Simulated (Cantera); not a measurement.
Input (Python, Cantera) and output of one run.

```python
import numpy as np
import cantera as ct

gas_names = """
    F FO FO2 F2 F2O N NF NF2 NF3 NO NO2 NO3 N2 N2O O O2 O3 Si SiF SiF2 SiF3 SiF4 SiN SiO SiO2 Si2 Si2N
    Si3
""".split()
cond_names = """
    Si(cr) Si(L) SiO2(Lqz) SiO2(hqz) SiO2(L) Si2N2O(s) Si3N4(a)
""".split()


# ... load() reads the species with a 1 bar reference pressure and builds the phases ...
atoms = {
    'SiF4': {'Si': 1, 'F': 4},
    'NO': {'N': 1, 'O': 1},
}
top_T = {'Si2N2O(s)': 2100, 'Si3N4(a)': 2400}  # K; cautious upper limits of use, not melting points


# ... equilibrate(T, P, feed) seeds the gas with the atoms and calls Mixture.equilibrate('TP', solver="vcs", rtol=1e-11, max_steps=5000) ...
results = []
feed = {'SiF4': 1, 'NO': 1.3}  # mol
P = 1400  # Pa
for T in [998, 1098, 1198, 1298, 1398, 1498, 1598, 1698, 1798, 1898, 1998, 2098]:
    mix = equilibrate(T, P, feed)
    results.append((T, P, feed, dict(zip(mix.species_names, mix.species_moles))))

top = {s: max(r[3][s] / sum(r[3][g] for g in gas_names) for r in results) for s in gas_names}
cols = sorted((s for s in top if top[s] > 0.001), key=lambda s: -top[s])[:9]
seen = [c for c in cond_names if any(r[3].get(c, 0) > 1e-12 for r in results)]
print("log10 of partial pressures in bar; condensed amounts in mol")
print(f"{'T/K':>10s}" + "".join(f"{s[:9]:>10s}" for s in cols + seen))
for T, P, feed, n in results:
    ng = sum(n[g] for g in gas_names)
    print(f"{T:10.4g}" + "".join(f"{np.log10(max(n[s] / ng * P / 1e5, 1e-99)):10.3f}" for s in cols)
          + "".join(f"{n.get(c, 0):10.4g}" for c in seen))
```

Output:

```
log10 of partial pressures in bar; condensed amounts in mol
       T/K      SiF4        N2        O2        NO         O         F      SiF3 SiO2(hqz)   SiO2(L)
       998    -2.216    -2.403    -2.403    -6.526   -11.031   -11.870   -13.833  5.48e-11         0
      1098    -2.216    -2.403    -2.403    -6.091    -9.826   -10.630   -12.165 9.357e-10         0
      1198    -2.216    -2.403    -2.403    -5.728    -8.821    -9.595   -10.778 9.692e-09         0
      1298    -2.216    -2.403    -2.403    -5.420    -7.969    -8.718    -9.606 6.844e-08         0
      1398    -2.216    -2.403    -2.403    -5.157    -7.239    -7.965    -8.604 3.428e-07         0
      1498    -2.216    -2.403    -2.403    -4.929    -6.606    -7.312    -7.738 1.251e-06         0
      1598    -2.216    -2.404    -2.404    -4.730    -6.051    -6.740    -6.981  3.18e-06         0
      1698    -2.216    -2.404    -2.404    -4.555    -5.561    -6.234    -6.315         0 3.963e-06
      1798    -2.216    -2.405    -2.405    -4.399    -5.126    -5.752    -5.757         0         0
      1898    -2.216    -2.406    -2.407    -4.260    -4.736    -5.284    -5.295         0         0
      1998    -2.218    -2.408    -2.410    -4.137    -4.386    -4.862    -4.881         0         0
      2098    -2.220    -2.410    -2.415    -4.026    -4.070    -4.476    -4.513         0         0
```

Method: chemical equilibrium by Gibbs-energy minimisation in Cantera with the NASA 1993 tables (ideal gas, pure condensed phases). The tables' values for SiF3, SiO2 are old estimates; treat these amounts as uncertain.
